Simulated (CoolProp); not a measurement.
A single-stage vapour-compression cycle with neopentane: evaporating at 297.15 K (dew point), condensing at 335.15 K (bubble point), superheat 2 K, subcooling 5 K, compressor efficiency 0.9, no pressure losses. Each further row changes one setting.

Values from CoolProp's reference Helmholtz-energy equation of state, Lemmon 2006. It is a short technical equation, of lower accuracy than the large ones.

| case | cooling COP | pressure ratio | discharge temperature (K) | refrigerating effect (kJ/kg) | volumetric capacity (kJ/m³) |
|---|---|---|---|---|---|
| as stated | 5.97 | 2.92 | 335.1 | 228 | 1170 |
| evaporating temperature 302.15 K | 7.19 | 2.49 | 335.1 | … | 1400 |
| condensing temperature 330.15 K | … | 2.57 | 330.1 | 241 | … |
| subcooling 10 K | 6.30 | 2.92 | 335.1 | 241 | … |
| superheat 12 K | 6.12 | 2.92 | 337.1 | 246 | … |
| compressor efficiency 0.8 | … | 2.92 | 335.1 | 228 | 1170 |

Question: Fill in the missing entries.

Answer: 
- evaporating temperature 302.15 K, refrigerating effect (kJ/kg): 236
- condensing temperature 330.15 K, cooling COP: 7.11
- condensing temperature 330.15 K, volumetric capacity (kJ/m³): 1240
- subcooling 10 K, volumetric capacity (kJ/m³): 1230
- superheat 12 K, volumetric capacity (kJ/m³): 1210
- compressor efficiency 0.8, cooling COP: 5.31

The compression ends wet for: as stated; evaporating temperature 302.15 K; condensing temperature 330.15 K; subcooling 10 K; compressor efficiency 0.8.
